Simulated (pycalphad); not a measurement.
All values are pycalphad results on the COST 507 light-alloy database (1999) (1 atm), not direct measurements. These are 1990s assessments: newer ones move some temperatures and phases. Amounts are mole fractions of atoms.

Question: Give the equilibrium state of Ti-15.66Hf-2.214B (wt.%) at 1800 K.

Answer: bcc, fraction 0.800, with 17.4 Hf, 0.04 B wt.%; BM, fraction 0.200, with 3.4 Hf, 18.0 B wt.%.

Question: Give the equilibrium state of Ti-15.66Hf-2.214B (wt.%) at 1050 K.

Answer: 
```
T = 1050.00 K, P = 101325 Pa, N = 1 mol of atoms
G = -63401 J/mol, H = 5219 J/mol, S = 65.35 J/(mol K)  (SER reference)
chemical potentials (J/mol): Ti -48584, Hf -84431, B -178490
phase             fraction      x(Ti)      x(Hf)       x(B)
HCP_A3              0.7979     0.9449     0.0539     0.0012
BM                  0.2021     0.4965     0.0035     0.5000
```

Database names, with the compositions (at.%) that they take in these runs: BM: Ti 49 B 50 Hf 0. HCP_A3 is hcp.
